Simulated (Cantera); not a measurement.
# Silicon etching in halogen gases: Si + HBr + H2

Input: 1 mol Si, 8.3 mol HBr, 1.3 mol H2, held at 1.20 Pa.

Method: chemical equilibrium by Gibbs-energy minimisation in Cantera with the NASA 1993 tables (ideal gas, pure condensed phases). Candidate condensed phases: Br2, Si; 19 gas species. The tables' values for SiBr3 are old estimates; treat these amounts as uncertain. Equilibrium is a limit: real reactors are often held back by kinetics, nucleation or transport.

```
T (°C)  x HBr   x H2  x SiBr4   x SiBr2      x Br   x SiBr3  x SiHBr3      x H
------  -----  -----  -------  --------  --------  --------  --------  -------
552     0.500  0.384    0.116   3.36e-5   1.87e-5   5.56e-5   6.10e-5  1.42e-9
577     0.500  0.383    0.116  0.000112   3.59e-5  0.000116   8.23e-5  3.66e-9
602     0.501  0.383    0.116  0.000346   6.63e-5  0.000232  0.000109  8.96e-9
627     0.502  0.382    0.115  0.000993  0.000119  0.000443  0.000140  2.09e-8
652     0.504  0.379    0.112   0.00263  0.000207  0.000802  0.000175  4.63e-8
677     0.510  0.374    0.108   0.00632  0.000354   0.00136  0.000207  9.82e-8
702     0.521  0.364   0.0988    0.0134  0.000601   0.00210  0.000227  1.99e-7
727     0.538  0.348   0.0855    0.0246   0.00101   0.00292  0.000226  3.86e-7
752     0.559  0.328   0.0686    0.0390   0.00170   0.00362  0.000201  7.20e-7
777     0.581  0.306   0.0509    0.0544   0.00279   0.00403  0.000163  1.30e-6
802     0.601  0.287   0.0349    0.0687   0.00447   0.00408  0.000122  2.27e-6
```
x: gas mole fraction; nothing condenses.

From 552 °C to 802 °C nothing is condensed. The main Si-bearing gas is SiBr4 at 552 °C and SiBr2 at 802 °C.
